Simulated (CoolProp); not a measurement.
Computed with CoolProp (reference Helmholtz-energy equation of state, Lemmon 2003). It is a pseudo-pure fit of the blend.

Task: For R407C, give the phase and the density (kg/m³), speed of sound (m/s) at 118.05 °C and 2.57 MPa; 118.05 °C and 15.4 MPa; 118.05 °C and 20.6 MPa.

Result: 
- 118.05 °C and 2.57 MPa: gas; density 81.4, speed of sound 180
- 118.05 °C and 15.4 MPa: supercritical; density 851, speed of sound 306
- 118.05 °C and 20.6 MPa: supercritical; density 925, speed of sound 373
